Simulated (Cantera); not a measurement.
Feed: 1 mol NF3, 0.035 mol H2, 0.54 mol O2, at 0.133 bar.

Cantera equilibrium calculation (NASA polynomials, part measured and part estimated; ideal gas, pure solids and liquids). Candidate condensed phases: H2O; 40 gas species. Rates play no part. All values below are at 2275 K.

Base state: F 0.724, O2 0.129, N2 0.121, HF 0.0173, NO 0.00458, O 0.00422, F2 9.51e-5, FO 5.61e-5 (mole fractions); condensed: gas only.

Q: What changes in the equilibrium state with this change: H2 from 0.035 to 0.55 mol?

A: 
```json
[
 {"species": "F", "before": "0.724", "after": "0.469"},
 {"species": "HF", "before": "0.0173", "after": "0.272"},
 {"species": "O2", "before": "0.129", "after": "0.129"},
 {"species": "F2", "before": "9.51e-5", "after": "4.00e-5"},
 {"species": "N2", "before": "0.121", "after": "0.121"},
 {"species": "FO", "before": "5.61e-5", "after": "3.64e-5"},
 {"species": "NO", "before": "0.00458", "after": "0.00458"},
 {"species": "O", "before": "0.00422", "after": "0.00422"}
]
```

Q: What changes in the equilibrium state with this change: pressure from 0.133 bar to 0.00130 bar?

A: 
| species | before | after |
|---|---|---|
| F | 0.724 | 0.711 |
| N2 | 0.121 | 0.119 |
| O2 | 0.129 | 0.109 |
| O | 0.00422 | 0.0393 |
| HF | 0.0173 | 0.0170 |
| F2 | 9.51e-5 | 8.96e-7 |
| FO | 5.61e-5 | 5.01e-6 |
